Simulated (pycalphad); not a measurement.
An equivalent pycalphad script:

```python
from pycalphad import Database, equilibrium, calculate, variables as v
import numpy as np
db = Database('COST507.tdb')
comps = ['SN', 'SI', 'VA']
phases = ['BCT_A5', 'DIAMOND_A4', 'LIQUID']
eq = equilibrium(db, comps, phases, {v.X('SI'): 0.4245, v.T: np.arange(2350, 499, -50), v.P: 101325, v.N: 1}, output=['HM', 'SM'])
```

CALPHAD calculation (pycalphad, COST 507 light-alloy database (1999)), 1 atm. The database dates from 1999; later assessments differ in places, in temperatures and in the compounds included. Amounts are mole fractions of atoms.

Results at three of the temperatures:

```
T = 2050.00 K, P = 101325 Pa, N = 1 mol of atoms
G = -158013 J/mol, H = 79735 J/mol, S = 115.97 J/(mol K)  (SER reference)
chemical potentials (J/mol): Sn -194712, Si -108261
phase             fraction      x(Sn)      x(Si)
LIQUID              1.0000     0.5755     0.4245
```

```
T = 1600.00 K, P = 101325 Pa, N = 1 mol of atoms
G = -107317 J/mol, H = 67168 J/mol, S = 109.05 J/(mol K)  (SER reference)
chemical potentials (J/mol): Sn -140064, Si -62922
phase             fraction      x(Sn)      x(Si)
LIQUID              1.0000     0.5755     0.4245
```

```
T = 1050.00 K, P = 101325 Pa, N = 1 mol of atoms
G = -58637 J/mol, H = 24453 J/mol, S = 79.13 J/(mol K)  (SER reference)
chemical potentials (J/mol): Sn -77709, Si -32780
phase             fraction      x(Sn)      x(Si)
LIQUID              0.5787     0.9945     0.0055
DIAMOND_A4          0.4213   4.29e-07     1.0000
```

Changes of the phase set, refined by bisection:

```tsv
T (K)	phases above	phases below
1599.5	liquid	diamond (Si) + liquid
505.0	diamond (Si) + liquid	bct (Sn) + diamond (Si)
```

DIAMOND_A4 is diamond (Si).
